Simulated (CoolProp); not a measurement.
The numbers come from the reference Helmholtz-energy equation of state, Wagner 2002 in CoolProp.

**Question.** Give the vapour pressure (kPa), liquid density (kg/m³), vapour density (kg/m³), enthalpy of vaporisation (kJ/kg) of saturated water at 141.95, 147.95, 165.65 °C.

**Answer.** 
| T (°C) | p (kPa) | liquid density (kg/m³) | vapour density (kg/m³) | enthalpy of vaporisation (kJ/kg) |
|---|---|---|---|---|
| 141.95 | 382 | 924 | 2.07 | 2140 |
| 147.95 | 451 | 919 | 2.42 | 2120 |
| 165.65 | 712 | 902 | 3.73 | 2060 |
